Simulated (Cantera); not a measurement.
Feed: 1 mol B₂H₆, a varied amount of O₂, at 873.15 K and 0.00550 bar.

These are equilibrium values from Cantera (NASA tables, ideal gas, pure condensed phases), not measurements of a reactor. Candidate condensed phases: B, B₂O₃, B₃O₃H₃, H₂O; 23 gas species. The feed counts by its element totals alone. Gases not in the tables: H₃BO₃. Equilibrium is a limit: real reactors are often held back by kinetics, nucleation or transport.

Q: Which condensed phases are stable at each of these points (n(O₂) (mol)): 1, 1.4, 2, 2.9, 4.1, 5.9, 8.4?

A: 
```csv
n(O₂) (mol),condensed phases,B condensed (%)
1,B(s) + B₂O₃(l),99.8
1.4,B(s) + B₂O₃(l),99.8
2,B₂O₃(l),99.6
2.9,B₂O₃(l),98.3
4.1,B₂O₃(l),98.4
5.9,B₂O₃(l),98.6
8.4,B₂O₃(l),98.9
```

From 1 mol O₂ to 1.4 mol O₂ the condensed part is B(s) + B₂O₃(l). From 2 mol O₂ to 8.4 mol O₂ the condensed part is B₂O₃(l).
